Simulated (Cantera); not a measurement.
Feed: 1 mol AlN, 9 mol H₂O, 0.91 mol H₂, held at 1075 K and 0.0133 bar.

These are equilibrium values from Cantera (NASA tables, ideal gas, pure condensed phases), not measurements of a reactor. Candidate condensed phases: Al, AlN, Al₂O₃, H₂O; 35 gas species. The numbers say what is thermodynamically allowed, not how fast it happens.

Base state: H₂O 0.720, H₂ 0.232, N₂ 0.0480 (mole fractions); condensed: Al₂O₃(s).

What changes in the equilibrium state with this change: temperature from 1075 K to 1900 K?


```
species         before     after
-------------  -------  --------
H₂O              0.720     0.718
H₂               0.232     0.230
N₂              0.0480    0.0479
H              6.12e-8   0.00329
OH               <1e-9  0.000846
O₂               <1e-9   1.24e-5
Al₂O₃(s), mol    0.500     0.500
```
